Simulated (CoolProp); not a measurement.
Vapour-liquid equilibrium of n-pentane (1) + the fluoroketone C6F12O (FK-5-1-12) (2) at 1.55 bar; x and y are mole fractions of (1).

The numbers come from the multi-fluid Helmholtz-energy mixture model, Thol 2019 and McLinden 2015; pair parameters Bell 2016 in CoolProp.

```csv
x,"bubble temperature, mixture model (°C)","bubble temperature, Raoult's law (°C)","y, mixture model","y, Raoult's law"
0.05,57.3,61.2,0.169,0.072
0.2,(withheld),59.0,(withheld),0.269
0.35,(withheld),57.0,0.603,0.444
0.5,41.5,55.1,0.649,0.599
0.65,(withheld),53.2,(withheld),0.736
0.8,41.5,51.4,(withheld),0.858
0.95,(withheld),49.7,0.848,0.967
```

Problem. What belongs in the gaps?

Solution. 
- 0.2, bubble temperature, mixture model (°C): 47.3
- 0.2, y, mixture model: 0.478
- 0.35, bubble temperature, mixture model (°C): 42.9
- 0.65, bubble temperature, mixture model (°C): 41.3
- 0.65, y, mixture model: 0.668
- 0.8, y, mixture model: 0.699
- 0.95, bubble temperature, mixture model (°C): 45.1

The largest gap from Raoult's law is -14.1 K in bubble temperature, at x = 0.35. y crosses x between x = 0.65 and 0.8: the model has an azeotrope there.

The pair parameters rest on a limited set of measurements; away from them the model extrapolates.
